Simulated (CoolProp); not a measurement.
Model: reference Helmholtz-energy equation of state, Schmidt 1985, in CoolProp. Above 300 K oxygen's equation is extrapolated.

For oxygen, give the phase and the cp (kJ/(kg K)), conductivity (mW/(m K)) at 327.2 K and 0.02 MPa.


- 327.2 K and 0.02 MPa: gas; cp 0.923, conductivity 28.6

Thermal conductivity comes from a separate model (Lemmon 2004).
